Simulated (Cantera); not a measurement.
Cantera run, input and output.

```python
import numpy as np
import cantera as ct

gas = ct.Solution("gri30.yaml")
gas.TPX = 1275, 64, {'C2H6': 1, 'N2': 150}
reactor = ct.IdealGasConstPressureReactor(gas, energy="off", clone=False)
net = ct.ReactorNet([reactor])
net.rtol, net.atol = 1e-08, 1e-18
show = ['C2H6', 'CH2', 'HCN', 'CH4', 'H', 'H2']
times = np.geomspace(6e-05, 100, 11)

steps = ct.SolutionArray(gas, extra=["t"])
rows = []
print(f"{'t/s':>10s}{'T/K':>9s}{'P/Pa':>11s}" + "".join(f"{s:>11s}" for s in show))
for t in times:
    while net.time < t:
        t_next = net.step()
        steps.append(gas.state, t=t_next)
    rows.append([np.interp(t, steps.t, y) for y in (steps.T, steps.P, *steps(*show).X.T)])
    print(f"{t:10.3e}{rows[-1][0]:9.1f}{rows[-1][1]:11.4g}" + "".join(f"{x:11.3e}" for x in rows[-1][2:]))
rate = np.gradient(steps.T, steps.t)
print("integrator steps:", len(steps.t))
if steps.T.max() > steps.T[0] + 200:
    print(f"time of steepest temperature rise: {steps.t[rate.argmax()]:.4e} s")
gas.TPX = 1275, 64, {'C2H6': 1, 'N2': 150}
gas.equilibrate("TP")
print(f"equilibrium (TP): T = {gas.T:.1f} K  " + "  ".join(f"{s} {gas[s].X[0]:.3e}" for s in show))
```

Result:

```
       t/s      T/K       P/Pa       C2H6        CH2        HCN        CH4          H         H2
 6.000e-05   1275.0         64  6.622e-03  4.513e-18  1.002e-24  1.939e-12  4.864e-12  2.730e-14
 2.514e-04   1275.0         64  6.622e-03  4.203e-16  7.430e-23  3.413e-11  2.095e-11  4.876e-13
 1.053e-03   1275.0         64  6.622e-03  3.277e-14  5.415e-21  5.972e-10  1.249e-10  1.041e-11
 4.413e-03   1275.0         64  6.620e-03  2.421e-12  4.070e-19  1.047e-08  2.544e-09  6.328e-10
 1.849e-02   1275.0         64  6.612e-03  1.768e-10  4.384e-16  1.828e-07  7.703e-08  8.045e-08
 7.746e-02   1275.0         64  6.570e-03  1.138e-08  1.199e-11  3.133e-06  1.685e-06  7.861e-06
 3.245e-01   1275.0         64  6.039e-03  1.895e-07  1.655e-08  5.207e-05  1.373e-05  3.674e-04
 1.360e+00   1275.0         64  2.164e-03  5.977e-07  1.952e-07  7.461e-04  4.418e-05  3.744e-03
 5.697e+00   1275.0         64  9.702e-06  1.145e-07  5.323e-07  1.464e-03  2.885e-05  8.471e-03
 2.387e+01   1275.0         64  5.991e-07  1.171e-08  5.674e-07  1.416e-03  9.386e-06  1.021e-02
 1.000e+02   1275.0         64  1.743e-07  2.407e-09  5.742e-07  1.375e-03  4.413e-06  1.091e-02
integrator steps: 1009
equilibrium (TP): T = 1275.0 K  C2H6 1.566e-14  CH2 3.109e-13  HCN 1.135e-02  CH4 4.144e-07  H 3.353e-06  H2 1.307e-02
```

Model: GRI-Mech 3.0 (53 species, 325 reactions), integrated in Cantera. GRI-Mech 3.0 stops at C3 and has no aromatics, soot or wall deposition, so with more carbon than oxygen in the feed, carbon stays in small species such as C2H2 where larger ones or solid carbon would form. Radical loss at walls, strong at low pressure, is not modelled.
